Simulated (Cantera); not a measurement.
Feed: 1 mol SiHCl₃, 0.21 mol N₂, held at 550 °C and 1.00 bar.

Cantera equilibrium calculation (NASA polynomials, part measured and part estimated; ideal gas, pure solids and liquids). Candidate condensed phases: NH₄Cl, Si, Si₃N₄; 28 gas species. N₂ is the only nitrogen source here; it is nearly inert below about 1500 K, so the nitride shown seldom forms there in practice. Equilibrium is a limit: real reactors are often held back by kinetics, nucleation or transport.

Base state: SiCl₄ 0.525, H₂ 0.289, HCl 0.183, N₂ 0.00260, SiHCl₃ 0.000996, NH₃ 1.88e-5 (mole fractions); condensed: Si₃N₄(s).

### Question
What changes in the equilibrium state with this change: 1.6 mol HF added?

### Answer
| species | before | after |
|---|---|---|
| H₂ | 0.289 | 0.329 |
| HCl | 0.183 | 0.264 |
| SiCl₄ | 0.525 | 0.200 |
| SiF₄ | 0 | 0.142 |
| N₂ | 0.00260 | 0.0659 |
| SiHF₃ | 0 | 5.59e-5 |
| HF | 0 | 5.23e-5 |
| NH₃ | 1.88e-5 | 0.000115 |
| SiHCl₃ | 0.000996 | 0.000300 |
| Si₃N₄(s), mol | 0.103 | 0.0119 |
